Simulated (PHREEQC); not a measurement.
A solution holds 0.02 mol (NH4)2SiF6, 0.0014 mol HBF4 and 0.21 mol HCl per kg of water, at 20 °C. Closed to the air; pH follows from the charge balance.

Equilibrium calculation in PHREEQC: ion-association model, phreeqc.dat.

```yaml
pH: 0.78
ionic_strength: 0.268 mol/kgw
activity_of_water: 0.992
density: 1.004 g/cm³
total_alkalinity: -296 meq/kg
```

```csv
species,molality,activity,log γ
Cl-,0.210,0.146,-0.157
H+,0.209,0.165,-0.104
NH4+,0.0400,0.0262,-0.184
SiF6-2,0.0190,0.00514,-0.567
HF,0.00783,0.00833,0.027
H4SiO4,0.00104,0.00111,0.027
BF4-,0.000964,0.000711,-0.132
H3BO3,0.000393,0.000418,0.027
F-,5.39e-5,3.69e-5,-0.164
BF3OH-,3.84e-5,2.83e-5,-0.132
BF2(OH)2-,5.21e-6,3.84e-6,-0.132
HF2-,1.53e-6,1.13e-6,-0.132
BF(OH)3-,7.88e-9,5.82e-9,-0.132
```

Precipitation was switched off in this run. Saturation is exceeded, for instance for Quartz (slow to form), Chalcedony (slow to form); the values hold only as long as no solid forms. Complexes and solids missing from the database can't appear. SiF6-2 is the database's only silicon fluoride. Real BF4- forms and hydrolyses slowly; the run takes it at equilibrium.
